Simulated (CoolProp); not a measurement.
Ethylene along the isotherm 150.2 K: density (kg/m³) from the reference equation and from simpler models built on Tc = 282.4 K, pc = 5042 kPa, ω = 0.087; each cubic takes its own stable root.

Values from CoolProp's reference Helmholtz-energy equation of state, Smukala 2000.

```csv
p (kPa),phase,reference
7.97,gas,0.1797
15.1,gas,0.3416
28.6,liquid,594.3
54.3,liquid,594.3
103,liquid,594.4
195,liquid,594.5
370,liquid,594.6
701,liquid,594.9
1330,liquid,595.4
2520,liquid,596.3
```

### Question
How far does each simpler model (van der Waals, Redlich-Kwong, Soave-Redlich-Kwong, Peng-Robinson) lie from the reference over these 10 states: mean and median of the absolute difference, and the worst?

### Answer
- van der Waals: mean 53.7 %, median 34.7 %, worst -99.9 % at 150.2 K and 28.6 kPa
- Redlich-Kwong: mean 2.7 %, median 3.3 %, worst -3.3 % at 150.2 K and 28.6 kPa
- Soave-Redlich-Kwong: mean 2.8 %, median 3.5 %, worst -3.5 % at 150.2 K and 28.6 kPa
- Peng-Robinson: mean 16.1 %, median 8.7 %, worst -99.9 % at 150.2 K and 28.6 kPa

At some of these states van der Waals, Peng-Robinson gives the other phase, because its saturation line lies elsewhere.
